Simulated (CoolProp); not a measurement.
Vapour pressure (MPa) of ammonia: the reference equation beside estimates from Tc = 132.4 °C, pc = 11.36 MPa, ω = 0.256. Clausius-Clapeyron is anchored at 63.85 °C with a constant enthalpy of vaporisation of 16.62 kJ/mol.

Values from CoolProp's reference Helmholtz-energy equation of state, Gao 2020.

```
T (°C)  reference  Lee-Kesler  Clausius-Clapeyron  Soave-Redlich-Kwong
------  ---------  ----------  ------------------  -------------------
42.45       1.663       1.679               1.919                1.683
45.45       1.803       1.821               2.037                1.827
48.55       1.958       1.976               2.163                1.984
51.65       2.121       2.142               2.296                2.152
54.65       2.290       2.311               2.429                2.324
57.75       2.474       2.497               2.572                2.513
60.85       2.669       2.693               2.720                2.712
63.85       2.869       2.893               2.869                2.916
66.95       3.086       3.111               3.028                3.139
70.05       3.316       3.342               3.193                3.373
73.05       3.551       3.576               3.358                3.613
76.15       3.806       3.831               3.535                3.873
79.25       4.074       4.099               3.718                4.146
82.35       4.357       4.381               3.906                4.434
```

Absolute difference from the reference over all 14 rows, mean and median: Lee-Kesler 0.8 and 0.9 %, Clausius-Clapeyron 6.9 and 6.6 %, Soave-Redlich-Kwong 1.6 and 1.6 %.
